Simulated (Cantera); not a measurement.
Input: 1 mol TEOS, 0.99 mol N2O, 180 mol N2, held at 13300 Pa.

Equilibrium computed with Cantera from the NASA thermochemical tables; the gas is ideal and each condensed phase is pure. Candidate condensed phases: C, C6H6, C7H8, C8H18, H2O, Si, SiC, SiO2, Si2N2O, Si3N4; 151 gas species. The feed counts by its element totals alone. Mutual solubility and eutectic melting of coexisting phases are not modelled. The tables hold silica as quartz up to 1696 K and as liquid above; real silica turns to tridymite and cristobalite and melts near 1996 K. Kinetics and transport are ignored.

Q: What share of the Si ends up in condensed phases as a function of T (K), at 1148, 1223, 1298, 1373, 1448, 1523, 1598, 1673, 1748, 1823, 1898, 1973, 2048?

A: 
| T (K) | Si condensed (%) | as |
|---|---|---|
| 1148 | 100.0 | SiO2(β-quartz) + Si2N2O(s) |
| 1223 | 100.0 | Si2N2O(s) |
| 1298 | 100.0 | Si2N2O(s) |
| 1373 | 100.0 | Si2N2O(s) |
| 1448 | 100.0 | Si2N2O(s) |
| 1523 | 99.9 | Si2N2O(s) |
| 1598 | 99.4 | Si2N2O(s) |
| 1673 | 98.1 | SiC(s) |
| 1748 | 97.6 | SiC(s) |
| 1823 | 97.0 | SiC(s) |
| 1898 | 96.3 | SiC(s) |
| 1973 | 95.4 | SiC(s) |
| 2048 | 93.9 | SiC(s) |
